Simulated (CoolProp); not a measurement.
Dimethyl carbonate along the isotherm 600 K: fugacity coefficient from the reference equation and from simpler models built on Tc = 557.0 K, pc = 49.09 bar, ω = 0.346; each cubic takes its own stable root.

Values from CoolProp's reference Helmholtz-energy equation of state, Zhou 2011.

```csv
p (bar),phase,reference
0.388,gas,0.9979
0.57,gas,0.9969
0.836,gas,0.9954
1.23,gas,0.9932
1.8,gas,0.9901
2.64,gas,0.9855
3.88,gas,0.9787
5.7,gas,0.9689
8.36,gas,0.9545
12.3,gas,0.9334
18,gas,0.9033
26.4,gas,0.8597
38.8,gas,0.7964
57,supercritical,0.7053
83.6,supercritical,0.5803
123,supercritical,0.4582
```

How far does each simpler model (van der Waals, Peng-Robinson) lie from the reference over these 16 states: mean and median of the absolute difference, and the worst?


- van der Waals: mean 0.5 %, median 0.3 %, worst +2.2 % at 600 K and 123 bar
- Peng-Robinson: mean 0.7 %, median 0.4 %, worst -2.1 % at 600 K and 57 bar
